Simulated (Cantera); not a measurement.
An adiabatic, constant-pressure homogeneous reactor starts with 6.45 % CO, 3.55 % H₂, 6.58 % O₂, 78.7 % N₂, 4.71 % CO₂, at 1650 K and 10.0 bar.

Computed with Cantera and GRI-Mech 3.0 (53 species, 325 reactions). The hydrogen kinetics of GRI-Mech 3.0 are dated; newer H2 mechanisms differ, most at raised pressure.

Predict: time of steepest temperature rise; temperature at 8.00 s; equilibrium temperature; x(CO) at 8.00 s; x(H₂) at 8.00 s; x(O₂) at 8.00 s; x(O) at 8.00 s; x(CO₂) at 8.00 s; x(N₂O) at 8.00 s; x(NO) at 8.00 s.


```json
{
  "time_of_steepest_temperature_rise": "3.28 µs",
  "temperature at 8.00 s": "2323 K",
  "equilibrium_temperature": "2323 K",
  "x(CO) at 8.00 s": "0.00384 (gas-phase equilibrium 0.00384)",
  "x(H₂) at 8.00 s": "0.000217 (gas-phase equilibrium 0.000217)",
  "x(O₂) at 8.00 s": "0.0158 (gas-phase equilibrium 0.0158)",
  "x(O) at 8.00 s": "0.000227 (gas-phase equilibrium 0.000227)",
  "x(CO₂) at 8.00 s": "0.113 (gas-phase equilibrium 0.113)",
  "x(N₂O) at 8.00 s": "8.32e-7 (gas-phase equilibrium 8.32e-7)",
  "x(NO) at 8.00 s": "0.00464 (gas-phase equilibrium 0.00464)"
}
```
